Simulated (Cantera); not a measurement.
**N2O furnace oxynitridation**

A perfectly stirred reactor is fed with 12.2 % N2O, 87.8 % N2, at 218 Torr; it is held at 1173 K, and followed from long to short residence time.

Cantera simulation using GRI-Mech 3.0 (53 species, 325 reactions); the numbers are that mechanism's predictions, not measurements. GRI-Mech 3.0 was tuned for natural gas; its chemistry of N2O as a main component is partial and can be far from experiment. The mechanism lacks the step 2 NO + O2 → 2 NO2, which can matter for NO2 below about 1400 K. The temperature is held fixed by assumption; the heat of reaction is taken as removed at once.

| τ (s) | x N2O | x O2 | x N2 | x NO | x NO2 |
|---|---|---|---|---|---|
| 6.3 | 0.0734 | 0.0208 | 0.902 | 0.00408 | 1.38e-5 |
| 2.3 | 0.0976 | 0.0104 | 0.890 | 0.00211 | 7.00e-6 |
| 0.87 | 0.111 | 0.00453 | 0.883 | 0.000933 | 2.96e-6 |
| 0.33 | 0.118 | 0.00183 | 0.880 | 0.000378 | 1.07e-6 |
| 0.12 | 0.120 | 0.000680 | 0.879 | 0.000141 | 3.10e-7 |
| 0.045 | 0.121 | 0.000256 | 0.878 | 5.33e-5 | 7.34e-8 |
| 0.017 | 0.122 | 9.66e-5 | 0.878 | 2.01e-5 | 1.39e-8 |
| 0.0063 | 0.122 | 3.52e-5 | 0.878 | 7.32e-6 | 2.12e-9 |
x: mole fraction; the columns are a selection and need not sum to one.
